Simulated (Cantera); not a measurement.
Mixture: H₂ : O₂ : N₂ = 1 : 0.25 : 1.6 (molar parts), equivalence ratio 2.0, at 1000000 Pa, adiabatic and at constant volume. Ignition delay is the time to a rise of 400 K.

Computed with Cantera and the H2/O2 subset of GRI-Mech 3.0, which has no nitrogen chemistry. The hydrogen kinetics of GRI-Mech 3.0 are dated; newer H2 mechanisms differ, most at raised pressure.

Task: What does this change do: pressure from 1000000 Pa to 100000 Pa?

Result: 
```tsv
quantity	before	after
delay at 1073 K	1.46 ms	0.166 ms
delay at 1173 K	0.138 ms	78.4 µs
delay at 1273 K	10.2 µs	47.2 µs
delay at 1373 K	3.81 µs	32.7 µs
delay at 1473 K	2.26 µs	25.5 µs
```
Where the delays flatten at high temperature, the 400 K rule measures the pace of heat release, not the induction time.

Task: What does this change do: O2 0.25 to 0.32 parts?

Result: 
| quantity | before | after |
|---|---|---|
| delay at 1073 K | 1.46 ms | 1.45 ms |
| delay at 1173 K | 0.138 ms | 0.136 ms |
| delay at 1273 K | 10.2 µs | 8.64 µs |
| delay at 1373 K | 3.81 µs | 3.19 µs |
| delay at 1473 K | 2.26 µs | 1.89 µs |
| apparent activation energy between 1373 and 1473 K | 88 kJ/mol | 88 kJ/mol |
